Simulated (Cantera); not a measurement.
An isothermal, constant-pressure homogeneous reactor starts with 100 % N2O, at 1198 K and 630 Torr.

Cantera simulation using GRI-Mech 3.0 (53 species, 325 reactions); the numbers are that mechanism's predictions, not measurements. GRI-Mech 3.0 was tuned for natural gas; its chemistry of N2O as a main component is partial and can be far from experiment. The mechanism lacks the step 2 NO + O2 → 2 NO2, which can matter for NO2 below about 1400 K. The temperature is held fixed by assumption; the heat of reaction is taken as removed at once.

x: mole fraction; the columns are a selection and need not sum to one.

| t (s) | x N2O | x O | x O2 | x NO | x NO2 | x N2 |
|---|---|---|---|---|---|---|
| 2.00e-5 | 1.000 | 1.59e-6 | 2.83e-6 | 6.58e-7 | 2.55e-12 | 7.58e-6 |
| 5.39e-5 | 1.000 | 1.69e-6 | 9.96e-6 | 2.31e-6 | 3.15e-11 | 2.28e-5 |
| 0.000146 | 1.000 | 1.69e-6 | 2.94e-5 | 6.84e-6 | 2.74e-10 | 6.40e-5 |
| 0.000392 | 1.000 | 1.69e-6 | 8.19e-5 | 1.90e-5 | [?] | 0.000175 |
| 0.00106 | 0.999 | 1.69e-6 | 0.000223 | 5.19e-5 | [?] | 0.000475 |
| 0.00286 | 0.998 | 1.69e-6 | 0.000605 | 0.000140 | [?] | 0.00128 |
| 0.00770 | 0.995 | 1.69e-6 | 0.00163 | 0.000378 | [?] | 0.00345 |
| 0.0208 | 0.985 | 1.68e-6 | 0.00437 | 0.00101 | [?] | 0.00925 |
| 0.0560 | 0.961 | 1.67e-6 | 0.0116 | 0.00266 | [?] | 0.0245 |
| 0.151 | 0.900 | 1.63e-6 | 0.0297 | 0.00680 | [?] | 0.0630 |
| 0.408 | 0.762 | 1.53e-6 | 0.0712 | 0.0160 | [?] | 0.151 |
| 1.10 | 0.513 | 1.30e-6 | 0.146 | 0.0316 | [?] | 0.309 |
| 2.97 | 0.221 | 8.36e-7 | 0.236 | 0.0466 | [?] | 0.496 |
| 8.00 | 0.0435 | 2.57e-7 | 0.293 | 0.0511 | [?] | 0.612 |

**Question.** What belongs in the gaps?

**Answer.** 
- 0.000392, x NO2: 2.12e-9
- 0.00106, x NO2: 1.55e-8
- 0.00286, x NO2: 1.10e-7
- 0.00770, x NO2: 7.26e-7
- 0.0208, x NO2: 4.16e-6
- 0.0560, x NO2: 1.81e-5
- 0.151, x NO2: 5.73e-5
- 0.408, x NO2: 0.000145
- 1.10, x NO2: 0.000296
- 2.97, x NO2: 0.000447
- 8.00, x NO2: 0.000519
